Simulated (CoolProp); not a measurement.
A simple Rankine cycle with the fluoroketone C6F12O (FK-5-1-12): condensing at 321.15 K, boiler at 0.869 MPa, turbine inlet 417.5 K, turbine efficiency 0.8, pump efficiency 0.8, no recuperator. Each further row changes one setting.

Model: reference Helmholtz-energy equation of state, McLinden 2015, in CoolProp.

```csv
case,thermal efficiency (%),net work (kJ/kg),heat in (kJ/kg),turbine exit temperature (K),volume ratio over the turbine
as stated,9.4,15.9,168,390.7,10.7
turbine inlet 437.5 K,9.0,17.2,190,411.7,10.1
condensing temperature 313.15 K,10.3,18.2,177,388.0,14.3
boiler pressure 0.608 MPa,8.1,14.0,172,396.9,6.83
turbine efficiency 0.7,8.2,13.9,168,392.8,10.7
```
